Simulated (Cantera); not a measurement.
Feed: 1 mol TEOS, a varied amount of N2O, 0.19 mol H2O, equilibrated at 475 °C and 75.0 Torr.

Equilibrium computed with Cantera from the NASA thermochemical tables; the gas is ideal and each condensed phase is pure. Candidate condensed phases: C, C6H6, C7H8, C8H18, H2O, Si, SiC, SiO2, Si2N2O, Si3N4; 151 gas species. The feed counts by its element totals alone. Rates play no part.

x: gas mole fraction; n: condensed amount in mol.

```csv
n(N2O) (mol),x N2,x H2,x H2O,x CO2,x O2,x CO,x CH4,n C(graphite),n SiO2(α-quartz)
4.4,0.271,0.380,0.154,0.106,<1e-12,0.0420,0.0478,…,1.00
6,0.321,0.329,0.144,0.124,<1e-12,0.0455,0.0359,…,1.00
8.1,0.369,0.280,0.132,0.144,<1e-12,0.0490,0.0260,…,1.00
11,0.416,0.232,0.117,0.164,<1e-12,0.0524,0.0179,…,1.00
15,0.461,0.186,0.108,0.185,<1e-12,0.0513,0.00980,0,1.00
21,0.536,0.0658,0.194,0.194,<1e-12,0.0105,4.95e-5,0,1.00
28,0.581,<1e-12,0.211,0.166,0.0415,<1e-12,<1e-12,0,1.00
38,0.601,<1e-12,0.161,0.127,0.111,<1e-12,<1e-12,0,1.00
```

Q: Some entries are withheld; supply them.

A: 
- 4.4, n C(graphite): 4.84
- 6, n C(graphite): 4.16
- 8.1, n C(graphite): 3.20
- 11, n C(graphite): 1.79
